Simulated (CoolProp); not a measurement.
The fluid at 298.15 K and 0.0621 MPa is compressed adiabatically to 0.428 MPa with isentropic efficiency 0.9. The same conditions are run with several fluids, on thermodynamics alone (safety and materials aside).

Values from CoolProp's reference Helmholtz-energy equation of state of each fluid (R1224YDZ: Akasaka 2023; R11: Jacobsen 1992; R114: Platzer 1990; hydrogen chloride: Thol 2018). The equations of Platzer and Polt are older, rougher fits.

```csv
fluid,work (kJ/kg),final temperature (K),final density (kg/m³)
R1224YDZ,36.5,350.5,24.2
R11,41.1,373.1,20.5
R114,31.9,347.8,27.7
hydrogen chloride,194,541.2,3.48
```
